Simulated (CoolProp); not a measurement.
Vapour-liquid equilibrium of CH3F (R41) (1) + chloromethane (R40) (2) at -22.85 °C; x and y are mole fractions of (1).

Values from CoolProp's multi-fluid Helmholtz-energy mixture model, Lemmon 2006 and Thol 2014; pair parameters Bell 2016.

**Question.** Give the bubble pressure and the first vapour's composition at x = 0.05, 0.2, 0.35. Is there an azeotrope?

**Answer.** x = 0.05: 157.1 kPa, y = 0.345; x = 0.2: 307.5 kPa, y = 0.703; x = 0.35: 451.7 kPa, y = 0.825. No azeotrope shows between x = 0.05 and 0.95.

The pair parameters rest on a limited set of measurements; away from them the model extrapolates. The gap from Raoult's law changes sign with composition, which may be real or a fault of the pair parameters; it wasn't checked against measurements.
